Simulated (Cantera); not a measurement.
Charge: 1 mol Si2Cl6, 18 mol H2, 0.075 mol HCl, at 1423 K and 2.00 mbar.

These are equilibrium values from Cantera (NASA tables, ideal gas, pure condensed phases), not measurements of a reactor. Candidate condensed phases: Si; 19 gas species. The feed counts by its element totals alone. The tables' values for SiCl3 are old estimates; treat these amounts as uncertain. Rates play no part.

Base state: H2 0.788, HCl 0.137, SiCl2 0.0719, SiCl3 0.00209, SiCl4 0.000240, H 0.000132, SiHCl3 0.000107, Cl 1.88e-5 (mole fractions); condensed: Si(s).

**Question.** What changes in the equilibrium state with this change: Si2Cl6 replaced by SiCl4?

**Answer.** 
| species | before | after |
|---|---|---|
| H2 | 0.788 | 0.843 |
| HCl | 0.137 | 0.111 |
| SiCl2 | 0.0719 | 0.0442 |
| SiCl4 | 0.000240 | 9.06e-5 |
| SiCl3 | 0.00209 | 0.00101 |
| Si(s), mol | 0.434 | 0.0904 |
